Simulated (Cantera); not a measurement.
A perfectly stirred reactor is fed with CH₄ : H₂O : H₂ = 1 : 4.6 : 0.064 (molar parts), at 0.276 atm; it is held at 1625 K, and followed from long to short residence time.

Detailed kinetics in Cantera: GRI-Mech 3.0 (53 species, 325 reactions).

| quantity | before | after |
|---|---|---|
| x(CH₄) at τ = 9.10 s | 0.0157 | 0.0142 |
| x(H₂O) at τ = 9.10 s | 0.491 | 0.470 |
| x(H₂) at τ = 9.10 s | 0.379 | 0.397 |
| x(C₂H₄) at τ = 9.10 s | 8.81e-5 | 0.000241 |
| x(C₂H) at τ = 9.10 s | 5.98e-9 | 2.56e-10 |
| x(CH₄) at τ = 41.0 ms | 0.112 | 0.0830 |
| x(H₂O) at τ = 41.0 ms | 0.762 | 0.715 |
| x(H₂) at τ = 41.0 ms | 0.0963 | 0.155 |
| x(C₂H₄) at τ = 41.0 ms | 0.00170 | 0.00260 |
| x(C₂H) at τ = 41.0 ms | 2.36e-8 | 7.35e-9 |

**Question.** Name the change that produced these shifts.
(A) temperature 1625 to 1648 K
(B) temperature 1625 to 1200 K
(C) pressure from 0.276 atm to 4.93 atm
(D) H2O 4.6 to 0.47 parts

**Answer.** C, pressure from 0.276 atm to 4.93 atm
